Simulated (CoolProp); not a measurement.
A single-stage vapour-compression cycle with ammonia: evaporating at 299.15 K (dew point), condensing at 351.15 K (bubble point), superheat 2 K, subcooling 5 K, compressor efficiency 0.9, no pressure losses. Each further row changes one setting.

Computed with CoolProp (reference Helmholtz-energy equation of state, Gao 2020).

```csv
case,cooling COP,pressure ratio,discharge temperature (K),refrigerating effect (kJ/kg),volumetric capacity (kJ/m³)
as stated,4.14,3.83,415.8,929,7390
evaporating temperature 304.15 K,4.75,3.30,407.7,932,[?]
condensing temperature 346.15 K,[?],3.43,[?],956,7600
subcooling 10 K,4.26,3.83,415.8,956,7600
superheat 12 K,4.06,3.83,429.9,[?],7250
compressor efficiency 0.8,[?],3.83,[?],929,7390
```

Q: Some entries are withheld; supply them.

A: 
- evaporating temperature 304.15 K, volumetric capacity (kJ/m³): 8580
- condensing temperature 346.15 K, cooling COP: 4.70
- condensing temperature 346.15 K, discharge temperature (K): 405.0
- superheat 12 K, refrigerating effect (kJ/kg): 959
- compressor efficiency 0.8, cooling COP: 3.68
- compressor efficiency 0.8, discharge temperature (K): 425.2
